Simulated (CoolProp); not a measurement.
Vapour pressure (MPa) of p-xylene: the reference equation beside estimates from Tc = 616.2 K, pc = 3.532 MPa, ω = 0.324. Clausius-Clapeyron is anchored at 429.2 K with a constant enthalpy of vaporisation of 34.51 kJ/mol.

Values from CoolProp's reference Helmholtz-energy equation of state, Zhou 2012.

| T (K) | reference | Clausius-Clapeyron | Redlich-Kwong | Soave-Redlich-Kwong |
|---|---|---|---|---|
| 429.2 | 0.1591 | 0.1591 | 0.2962 | 0.1589 |
| 434.9 | 0.1823 | 0.1806 | 0.3310 | 0.1825 |
| 440.6 | 0.2081 | 0.2044 | 0.3686 | 0.2087 |
| 446.4 | 0.2371 | 0.2310 | 0.4100 | 0.2384 |
| 452.1 | 0.2685 | 0.2597 | 0.4538 | 0.2706 |
| 457.8 | 0.3030 | 0.2912 | 0.5008 | 0.3060 |
| 463.5 | 0.3409 | 0.3255 | 0.5511 | 0.3449 |
| 469.2 | 0.3822 | 0.3629 | 0.6049 | 0.3874 |
| 474.9 | 0.4273 | 0.4036 | 0.6622 | 0.4339 |
| 480.6 | 0.4763 | 0.4477 | 0.7233 | 0.4844 |
| 486.3 | 0.5294 | 0.4954 | 0.7881 | 0.5393 |
| 492.1 | 0.5880 | 0.5478 | 0.8581 | 0.5999 |
| 497.8 | 0.6503 | 0.6034 | 0.9310 | 0.6642 |
| 503.5 | 0.7173 | 0.6631 | 1.008 | 0.7337 |

Absolute difference from the reference over all 14 rows, mean and median: Clausius-Clapeyron 4.4 and 4.8 %, Redlich-Kwong 61.2 and 60.0 %, Soave-Redlich-Kwong 1.2 and 1.3 %.
